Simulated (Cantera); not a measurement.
Standard-state values (1 bar) from the NASA 1993 polynomials, evaluated with Cantera. Values are per mole of reaction as written; species without (g) are pure solids or liquids, kept so even where they would boil at 1 bar.

2 N₂(g) + 6 H₂S(g) → 4 NH₃(g) + 3 S₂(g)

```
T (K)  ΔH° (kJ)  ΔS° (J/K)  ΔG° (kJ)  log10 K
-----  --------  ---------  --------  -------
2073      321.5     -172.7     679.4   -17.12
2123        [?]        [?]       [?]      [?]
2173      322.5     -172.2     696.7   -16.75
2223      323.0     -171.9     705.3   -16.57
2273      323.6     -171.7     713.9   -16.40
2323      324.2     -171.4     722.5   -16.24
2373      324.9     -171.2     731.0   -16.09
2423      325.5     -170.9     739.6   -15.94
2473      326.2     -170.6     748.1   -15.80
2523        [?]        [?]       [?]      [?]
```

Problem. Some entries are withheld; supply them.

Solution. 
- 2123, ΔH° (kJ): 322.0
- 2123, ΔS° (J/K): -172.4
- 2123, ΔG° (kJ): 688.1
- 2123, log10 K: -16.93
- 2523, ΔH° (kJ): 327.0
- 2523, ΔS° (J/K): -170.3
- 2523, ΔG° (kJ): 756.6
- 2523, log10 K: -15.66
